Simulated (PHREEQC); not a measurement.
A column of 0.5 m (30 cells, dispersivity 0.018 m, 60 s a shift, diffusion coefficient 3e-10 m²/s) holds 0.23 eq of the database's cation exchanger X per kg of pore water, first in equilibrium with 0.00087 mol/kgw ZnCl2, 0.00036 mol/kgw KBr and 1e-05 mol/kgw HCl. It is flushed with 3.5 mmol/kgw NaCl, 74 mmol/kgw MgSO4 and 0.01 mmol/kgw HCl, at 25 °C. Values are for the last cell. No CO2 enters from the air. Precipitation was switched off in this run.

Equilibrium calculation in PHREEQC: ion-association model, phreeqc.dat.

```json
[
 {"pore volumes": "0", "S in solution (mol/kgw)": "0", "Mg in solution (mol/kgw)": "0", "Na in solution (mol/kgw)": "0", "Br in solution (mol/kgw)": "0.000360", "Zn in solution (mol/kgw)": "0.000870"},
 {"pore volumes": "0.35", "S in solution (mol/kgw)": "1.50e-6", "Mg in solution (mol/kgw)": "0", "Na in solution (mol/kgw)": "0", "Br in solution (mol/kgw)": "0.000360", "Zn in solution (mol/kgw)": "0.000871"},
 {"pore volumes": "0.85", "S in solution (mol/kgw)": "0.0235", "Mg in solution (mol/kgw)": "3.22e-7", "Na in solution (mol/kgw)": "5.51e-5", "Br in solution (mol/kgw)": "0.000245", "Zn in solution (mol/kgw)": "0.0240"},
 {"pore volumes": "1.35", "S in solution (mol/kgw)": "0.0663", "Mg in solution (mol/kgw)": "0.00397", "Na in solution (mol/kgw)": "0.00150", "Br in solution (mol/kgw)": "3.76e-5", "Zn in solution (mol/kgw)": "0.0621"},
 {"pore volumes": "1.683", "S in solution (mol/kgw)": "0.0727", "Mg in solution (mol/kgw)": "0.0147", "Na in solution (mol/kgw)": "0.00246", "Br in solution (mol/kgw)": "6.51e-6", "Zn in solution (mol/kgw)": "0.0574"},
 {"pore volumes": "2.017", "S in solution (mol/kgw)": "0.0738", "Mg in solution (mol/kgw)": "0.0270", "Na in solution (mol/kgw)": "0.00298", "Br in solution (mol/kgw)": "9.26e-7", "Zn in solution (mol/kgw)": "0.0460"},
 {"pore volumes": "2.517", "S in solution (mol/kgw)": "0.0740", "Mg in solution (mol/kgw)": "0.0430", "Na in solution (mol/kgw)": "0.00329", "Br in solution (mol/kgw)": "4.07e-8", "Zn in solution (mol/kgw)": "0.0304"},
 {"pore volumes": "3.017", "S in solution (mol/kgw)": "0.0740", "Mg in solution (mol/kgw)": "0.0545", "Na in solution (mol/kgw)": "0.00340", "Br in solution (mol/kgw)": "1.57e-9", "Zn in solution (mol/kgw)": "0.0189"},
 {"pore volumes": "3.35", "S in solution (mol/kgw)": "0.0740", "Mg in solution (mol/kgw)": "0.0601", "Na in solution (mol/kgw)": "0.00343", "Br in solution (mol/kgw)": "1.72e-10", "Zn in solution (mol/kgw)": "0.0135"},
 {"pore volumes": "3.683", "S in solution (mol/kgw)": "0.0740", "Mg in solution (mol/kgw)": "0.0643", "Na in solution (mol/kgw)": "0.00345", "Br in solution (mol/kgw)": "1.84e-11", "Zn in solution (mol/kgw)": "0.00940"},
 {"pore volumes": "4.183", "S in solution (mol/kgw)": "0.0740", "Mg in solution (mol/kgw)": "0.0685", "Na in solution (mol/kgw)": "0.00348", "Br in solution (mol/kgw)": "6.30e-13", "Zn in solution (mol/kgw)": "0.00528"},
 {"pore volumes": "4.683", "S in solution (mol/kgw)": "0.0740", "Mg in solution (mol/kgw)": "0.0710", "Na in solution (mol/kgw)": "0.00349", "Br in solution (mol/kgw)": "2.11e-14", "Zn in solution (mol/kgw)": "0.00285"},
 {"pore volumes": "5.017", "S in solution (mol/kgw)": "0.0740", "Mg in solution (mol/kgw)": "0.0721", "Na in solution (mol/kgw)": "0.00349", "Br in solution (mol/kgw)": "0", "Zn in solution (mol/kgw)": "0.00185"}
]
```

Species that the database lacks are ignored.
